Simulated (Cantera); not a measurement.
Diamond growth

A diamond (100) surface in a fixed gas of H2 with x(CH4) = 0.013, x(H) = 0.00032, x(CH3) = 0.00011, at 925 K; coverages are run to steady state.

Computed with Cantera and the Harris–Goodwin 1993 mechanism for the reconstructed diamond (100) surface.

```json
[
 {"P (Pa)": "310", "growth (µm/h)": "0.0448", "θ c6HH": "0.593", "θ c6H*": "0.0106", "θ c6*H": "0.274", "θ c6**": "0.00396", "θ c6HM": "0.0927"},
 {"P (Pa)": "540", "growth (µm/h)": "0.0986", "θ c6HH": "0.572", "θ c6H*": "0.0103", "θ c6*H": "0.264", "θ c6**": "0.00381", "θ c6HM": "0.118"},
 {"P (Pa)": "940", "growth (µm/h)": "0.202", "θ c6HH": "0.554", "θ c6H*": "0.00992", "θ c6*H": "0.255", "θ c6**": "0.00368", "θ c6HM": "0.139"},
 {"P (Pa)": "1700", "growth (µm/h)": "0.411", "θ c6HH": "0.539", "θ c6H*": "0.00964", "θ c6*H": "0.248", "θ c6**": "0.00358", "θ c6HM": "0.157"},
 {"P (Pa)": "2900", "growth (µm/h)": "0.748", "θ c6HH": "0.530", "θ c6H*": "0.00948", "θ c6*H": "0.244", "θ c6**": "0.00352", "θ c6HM": "0.168"},
 {"P (Pa)": "5100", "growth (µm/h)": "1.37", "θ c6HH": "0.524", "θ c6H*": "0.00937", "θ c6*H": "0.241", "θ c6**": "0.00348", "θ c6HM": "0.175"},
 {"P (Pa)": "8900", "growth (µm/h)": "2.45", "θ c6HH": "0.520", "θ c6H*": "0.00930", "θ c6*H": "0.239", "θ c6**": "0.00345", "θ c6HM": "0.179"},
 {"P (Pa)": "16000", "growth (µm/h)": "4.48", "θ c6HH": "0.518", "θ c6H*": "0.00926", "θ c6*H": "0.238", "θ c6**": "0.00344", "θ c6HM": "0.182"}
]
```
θ: site fractions in the mechanism's names (c6HH fully hydrogenated, c6H* and c6*H radical sites, c6** diradical, c6HM methylated).
